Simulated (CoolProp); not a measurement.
Vapour-liquid equilibrium of 1-butene (1) + n-butane (2) at 380.3 K; x and y are mole fractions of (1).

Computed with CoolProp (multi-fluid Helmholtz-energy mixture model, Lemmon 2005 and Bücker 2006; pair parameters Bell 2016).

```json
[
 {"x": "0.05", "bubble pressure, mixture model (MPa)": "1.765", "bubble pressure, Raoult's law (MPa)": "1.764", "y, mixture model": "0.055", "y, Raoult's law": "0.058"},
 {"x": "0.125", "bubble pressure, mixture model (MPa)": "1.788", "bubble pressure, Raoult's law (MPa)": "1.787", "y, mixture model": "0.137", "y, Raoult's law": "0.143"},
 {"x": "0.2", "bubble pressure, mixture model (MPa)": "1.812", "bubble pressure, Raoult's law (MPa)": "1.809", "y, mixture model": "0.217", "y, Raoult's law": "0.226"},
 {"x": "0.275", "bubble pressure, mixture model (MPa)": "1.836", "bubble pressure, Raoult's law (MPa)": "1.831", "y, mixture model": "0.296", "y, Raoult's law": "0.307"},
 {"x": "0.35", "bubble pressure, mixture model (MPa)": "1.860", "bubble pressure, Raoult's law (MPa)": "1.853", "y, mixture model": "0.374", "y, Raoult's law": "0.386"},
 {"x": "0.425", "bubble pressure, mixture model (MPa)": "1.884", "bubble pressure, Raoult's law (MPa)": "1.875", "y, mixture model": "0.450", "y, Raoult's law": "0.463"},
 {"x": "0.5", "bubble pressure, mixture model (MPa)": "1.907", "bubble pressure, Raoult's law (MPa)": "1.897", "y, mixture model": "0.525", "y, Raoult's law": "0.539"},
 {"x": "0.575", "bubble pressure, mixture model (MPa)": "1.930", "bubble pressure, Raoult's law (MPa)": "1.919", "y, mixture model": "0.598", "y, Raoult's law": "0.612"},
 {"x": "0.65", "bubble pressure, mixture model (MPa)": "1.953", "bubble pressure, Raoult's law (MPa)": "1.941", "y, mixture model": "0.671", "y, Raoult's law": "0.684"},
 {"x": "0.725", "bubble pressure, mixture model (MPa)": "1.974", "bubble pressure, Raoult's law (MPa)": "1.963", "y, mixture model": "0.742", "y, Raoult's law": "0.755"},
 {"x": "0.8", "bubble pressure, mixture model (MPa)": "1.995", "bubble pressure, Raoult's law (MPa)": "1.985", "y, mixture model": "0.813", "y, Raoult's law": "0.824"},
 {"x": "0.875", "bubble pressure, mixture model (MPa)": "2.014", "bubble pressure, Raoult's law (MPa)": "2.007", "y, mixture model": "0.883", "y, Raoult's law": "0.891"},
 {"x": "0.95", "bubble pressure, mixture model (MPa)": "2.032", "bubble pressure, Raoult's law (MPa)": "2.029", "y, mixture model": "0.953", "y, Raoult's law": "0.957"}
]
```

The largest gap from Raoult's law is +0.6 % in bubble pressure, at x = 0.65. No azeotrope shows between x = 0.05 and 0.95.

Pair parameters are fitted to limited data, so mixtures are less certain than the pure fluids.
